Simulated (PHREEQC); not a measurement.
Consider water at 25 °C with 3.1 mmol/kgw CdCl2, 68 mmol/kgw Na2SO4 and 0.63 mmol/kgw HCl. Closed to the air; pH follows from the charge balance.

The numbers come from PHREEQC with the ion-association model, phreeqc.dat.

Each row changes one thing in this solution. Precipitation was switched off in this run.

```tsv
case	pH	ionic strength (mol/kgw)	Cd+2 (mol/kgw)	CdCl+ (mol/kgw)	CdCl2 (mol/kgw)	CdOH+ (mol/kgw)
as made	3.73	0.184	0.000889	0.000172	2.48e-6	1.67e-10
temperature from 25 to 35 °C	[?]	0.183	0.000893	[?]	[?]	3.88e-10
Na2SO4 left out	3.24	0.00815	0.00222	0.000862	1.76e-5	2.40e-10
diluted 100-fold with water	5.24	0.00212	2.73e-5	1.45e-7	3.72e-11	3.42e-10
CdCl2 from 0.0031 to 0.0062 mol/kgw	3.72	0.186	0.00176	0.000630	1.68e-5	3.21e-10
```

Problem. Fill in the missing entries.

Solution. 
- temperature from 25 to 35 °C, pH: 3.79
- temperature from 25 to 35 °C, CdCl+ (mol/kgw): 0.000175
- temperature from 25 to 35 °C, CdCl2 (mol/kgw): 2.58e-6

Complexes and solids missing from the database can't appear.
